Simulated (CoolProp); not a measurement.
Saturated liquid density (kg/m³) of R152A: the reference equation beside estimates from Tc = 113.3 °C, pc = 45.17 bar, ω = 0.275. Rackett uses Z = 0.29056 − 0.08775 ω.

The numbers come from the reference Helmholtz-energy equation of state, Outcalt 1996 in CoolProp. It is a modified Benedict-Webb-Rubin equation, recast in Helmholtz form.

```json
[
 {"T (°C)": "-26.45", "reference": "1016", "Rackett": "937.2", "Redlich-Kwong": "815.8", "Soave-Redlich-Kwong": "846.6"},
 {"T (°C)": "-18.85", "reference": "1000", "Rackett": "922.6", "Redlich-Kwong": "801.3", "Soave-Redlich-Kwong": "833.2"},
 {"T (°C)": "-11.35", "reference": "984.2", "Rackett": "907.9", "Redlich-Kwong": "786.4", "Soave-Redlich-Kwong": "819.3"},
 {"T (°C)": "-3.75", "reference": "967.5", "Rackett": "892.5", "Redlich-Kwong": "770.7", "Soave-Redlich-Kwong": "804.6"},
 {"T (°C)": "3.85", "reference": "950.4", "Rackett": "876.7", "Redlich-Kwong": "754.3", "Soave-Redlich-Kwong": "789.0"},
 {"T (°C)": "11.35", "reference": "932.9", "Rackett": "860.6", "Redlich-Kwong": "737.5", "Soave-Redlich-Kwong": "772.8"},
 {"T (°C)": "18.95", "reference": "914.6", "Rackett": "843.7", "Redlich-Kwong": "719.6", "Soave-Redlich-Kwong": "755.4"},
 {"T (°C)": "26.55", "reference": "895.5", "Rackett": "826.2", "Redlich-Kwong": "700.9", "Soave-Redlich-Kwong": "737.0"},
 {"T (°C)": "34.05", "reference": "875.9", "Rackett": "808.2", "Redlich-Kwong": "681.4", "Soave-Redlich-Kwong": "717.6"},
 {"T (°C)": "41.65", "reference": "855.1", "Rackett": "789.1", "Redlich-Kwong": "660.7", "Soave-Redlich-Kwong": "696.7"},
 {"T (°C)": "49.25", "reference": "833.0", "Rackett": "769.1", "Redlich-Kwong": "638.7", "Soave-Redlich-Kwong": "674.3"},
 {"T (°C)": "56.75", "reference": "809.9", "Rackett": "748.1", "Redlich-Kwong": "615.7", "Soave-Redlich-Kwong": "650.5"},
 {"T (°C)": "64.35", "reference": "784.7", "Rackett": "725.3", "Redlich-Kwong": "590.7", "Soave-Redlich-Kwong": "624.3"},
 {"T (°C)": "71.95", "reference": "757.3", "Rackett": "700.7", "Redlich-Kwong": "563.7", "Soave-Redlich-Kwong": "595.7"},
 {"T (°C)": "79.45", "reference": "727.5", "Rackett": "674.0", "Redlich-Kwong": "534.6", "Soave-Redlich-Kwong": "564.5"}
]
```

Absolute difference from the reference over all 15 rows, mean and median: Rackett 7.7 and 7.7 %, Redlich-Kwong 22.2 and 21.7 %, Soave-Redlich-Kwong 18.4 and 17.7 %.
